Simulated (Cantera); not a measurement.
# Premixed flame

A freely propagating, adiabatic, planar premixed flame of H2 : O2 : N2 = 1 : 0.357 : 1.34 (molar parts), equivalence ratio 1.4, unburnt at 500 K and 0.990 bar; mixture-averaged transport, grid criteria slope 0.08 and curve 0.16, no radiation.

Computed with Cantera and the H2/O2 subset of GRI-Mech 3.0, which has no nitrogen chemistry. Burning velocities carry a grid error of a few per cent, more on coarse grids.

```
z (mm)  T (K)  u (m/s)   x H2     x O2      x H   x H2O2       x O      x OH
------  -----  -------  -----  -------  -------  -------  --------  --------
-1.29     500     6.52  0.371    0.132    <1e-8    <1e-8     <1e-8     <1e-8
-0.859    500     6.52  0.371    0.132    <1e-8    <1e-8     <1e-8     <1e-8
-0.644    500     6.52  0.371    0.132    <1e-8    <1e-8     <1e-8     <1e-8
-0.430    500     6.52  0.371    0.132    <1e-8    <1e-8     <1e-8     <1e-8
-0.215    512     6.65  0.368    0.133  6.37e-5  3.65e-6   4.26e-6   3.06e-5
-0.107    754     9.54  0.334    0.127  0.00659  2.80e-5  0.000271  0.000919
0        1219     14.9  0.224   0.0870   0.0457  4.03e-6   0.00453   0.00311
0.107    1533     18.5  0.126   0.0281   0.0790  2.22e-6   0.00786   0.00781
0.215    1673     20.1  0.103   0.0112   0.0802  1.42e-6   0.00716    0.0101
0.430    1815     21.6  0.103  0.00678   0.0682  8.00e-7   0.00600    0.0117
0.859    1962     23.1  0.108  0.00486   0.0532  4.25e-7   0.00448    0.0122
1.72     2104     24.5  0.111  0.00310   0.0389  2.30e-7   0.00288    0.0115
3.44     2226     25.7  0.114  0.00171   0.0268  1.33e-7   0.00159   0.00972
```
x: mole fraction of selected species; z is measured from the peak of heat release.

The laminar burning velocity is 652 cm/s and the thermal thickness is 0.430 mm. The peak x(H) is 0.0818 and the peak x(H2O2) is 2.94e-5. The peak x(O) is 0.00787 and the peak x(OH) comes out as 0.0122.
